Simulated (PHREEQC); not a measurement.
Solution (25 °C): 0.68 mol NaBr and 0.034 mol Na2B4O7 per kg of water. Closed to the air; pH follows from the charge balance.

All values are PHREEQC results (Pitzer model, pitzer.dat), not measurements.

The ionic strength comes out as 0.754 mol/kgw. What activity coefficients do B4O5(OH)4-2, OH-, B3O3(OH)4-, Br-, B(OH)4- get?

B4O5(OH)4-2 0.033, OH- 0.56, B3O3(OH)4- 0.27, Br- 0.64, B(OH)4- 0.47. Single-ion values are on the MacInnes scale.

Precipitation was switched off in this run. Species that the database lacks are ignored.
